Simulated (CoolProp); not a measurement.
Vapour-liquid equilibrium of 1-butene (1) + n-butane (2) at 6.95 °C; x and y are mole fractions of (1).

Model: multi-fluid Helmholtz-energy mixture model, Lemmon 2005 and Bücker 2006; pair parameters Bell 2016, in CoolProp.

Task: Give the bubble pressure and the first vapour's composition at x = 0.35, 0.85, 0.95. Is there an azeotrope?

Result: x = 0.35: 145.6 kPa, y = 0.402; x = 0.85: 161.5 kPa, y = 0.870; x = 0.95: 164.0 kPa, y = 0.957. No azeotrope shows between x = 0.05 and 0.95.

The pair parameters rest on a limited set of measurements; away from them the model extrapolates.
